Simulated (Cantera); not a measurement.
A perfectly stirred reactor is fed with H2 : O2 = 0.09 : 1 (molar parts), at 20.0 Torr; it is held at 950 K, and followed from long to short residence time.

Model: the H2/O2 subset of GRI-Mech 3.0, which has no nitrogen chemistry, integrated in Cantera. Radical loss at walls, strong at low pressure, is not modelled. The temperature is held fixed by assumption; the heat of reaction is taken as removed at once.

Task: What does this change do: H2 0.09 to 0.045 parts?

Result: 
| quantity | before | after |
|---|---|---|
| x(H2) at τ = 19.0 s | 0.000151 | 0.000100 |
| x(O2) at τ = 19.0 s | 0.914 | 0.956 |
| x(OH) at τ = 19.0 s | 7.44e-5 | 5.47e-5 |
| x(H) at τ = 19.0 s | 2.36e-6 | 1.57e-6 |
| x(H2O2) at τ = 19.0 s | 1.43e-7 | 7.89e-8 |
| x(H2) at τ = 0.410 s | 0.00141 | 0.000887 |
| x(O2) at τ = 0.410 s | 0.913 | 0.955 |
| x(OH) at τ = 0.410 s | 0.000325 | 0.000246 |
| x(H) at τ = 0.410 s | 0.000108 | 7.05e-5 |
| x(H2O2) at τ = 0.410 s | 3.75e-7 | 2.19e-7 |

Task: What does this change do: O2 1 to 0.11 parts?

Result: 
```tsv
quantity	before	after
x(H2) at τ = 19.0 s	0.000151	0.000692
x(O2) at τ = 19.0 s	0.914	0.419
x(OH) at τ = 19.0 s	7.44e-5	0.000126
x(H) at τ = 19.0 s	2.36e-6	8.50e-6
x(H2O2) at τ = 19.0 s	1.43e-7	1.01e-6
x(H2) at τ = 0.410 s	0.00141	0.00709
x(O2) at τ = 0.410 s	0.913	0.421
x(OH) at τ = 0.410 s	0.000325	0.000541
x(H) at τ = 0.410 s	0.000108	0.000391
x(H2O2) at τ = 0.410 s	3.75e-7	1.97e-6
```

Task: What does this change do: H2 0.09 to 0.33 parts?

Result: 
```
quantity                  before     after
----------------------  --------  --------
x(H2) at τ = 19.0 s     0.000151  0.000356
x(O2) at τ = 19.0 s        0.914     0.717
x(OH) at τ = 19.0 s      7.44e-5  0.000111
x(H) at τ = 19.0 s       2.36e-6   4.45e-6
x(H2O2) at τ = 19.0 s    1.43e-7   4.65e-7
x(H2) at τ = 0.410 s     0.00141   0.00363
x(O2) at τ = 0.410 s       0.913     0.716
x(OH) at τ = 0.410 s    0.000325  0.000468
x(H) at τ = 0.410 s     0.000108  0.000205
x(H2O2) at τ = 0.410 s   3.75e-7   1.14e-6
```
